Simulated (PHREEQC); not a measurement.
**Alkaline etch or developer: an equilibrium model**

Solution (25 °C): 0.022 mol/kgw TMAH, 8.3e-05 mol/kgw H3BO3 and 0.019 mol/kgw K3PO4. Closed to the air; pH follows from the charge balance.

The numbers come from PHREEQC with the ion-association model, phreeqc.dat.

Each row changes one thing in this solution. This is a speciation only: nothing precipitates in the calculation.

```csv
case,pH,ionic strength (mol/kgw)
as made,12.28,0.128
temperature from 25 to 5 °C,12.97,0.133
H3BO3 from 8.3e-05 to 0.000124 mol/kgw,12.28,0.128
TMAH left out,11.83,0.0954
temperature from 25 to 35 °C,11.99,0.124
0.0058 mol/kgw Na2SO4 added,12.27,0.144
H3BO3 left out,12.28,0.128
K3PO4 left out,12.27,0.0220
```

(CH3)4N+ isn't in the database: it is added as a free cation with an ion size of 4 Å. Away from 25 °C the constants follow the database's enthalpies or fits; those with neither stay at their 25 °C values.
